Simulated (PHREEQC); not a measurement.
0.69 g of hydrous ferric oxide (600 m²/g; 0.2 weak and 0.005 strong sites per Fe, Dzombak-Morel constants, diffuse double layer) in 1 kg of water with 0.05 mol/kgw of an inert sodium salt and 2.5e-06 mol CuSO4, at 25 °C; the pH is set by adding NaOH or the inert anion's acid. Oxygen alone is held at its pressure in air (log pO2 = -0.68). No CO2 enters from the air. No solid was allowed to form.

Model: ion-association model, wateq4f.dat, run in PHREEQC.

| pH | S sorbed (%) | Cu sorbed (%) | surface charge σ (C/m²) | surface potential ψ (mV) |
|---|---|---|---|---|
| 3 | 99.9 | 0.1 | 0.356 | 169 |
| 3.38 | 99.9 | 0.5 | 0.341 | 167 |
| 3.75 | 99.9 | 2.4 | 0.316 | 163 |
| 4.5 | 99.6 | 36.4 | 0.238 | 149 |
| 4.88 | 99.3 | 72.7 | 0.194 | 138 |
| 5.25 | 98.3 | 92.2 | 0.154 | 127 |
| 5.62 | 95.7 | 98.1 | 0.119 | 114 |
| 6.38 | 68.8 | 99.9 | 0.064 | 84 |
| 6.75 | 38.3 | 100.0 | 0.045 | 67 |
| 7.12 | 13.9 | 100.0 | 0.030 | 50 |
| 7.5 | 3.6 | 100.0 | 0.017 | 31 |
| 8.25 | 0.2 | 100.0 | -0.004 | -7 |
| 8.62 | 0.0 | 100.0 | -0.014 | -26 |
| 9 | 0.0 | 100.0 | -0.026 | -45 |

The database's constant for dissolved Cu(OH)2 is higher than later reviews accept. The oxide is taken as insoluble; below pH 4 it would dissolve.
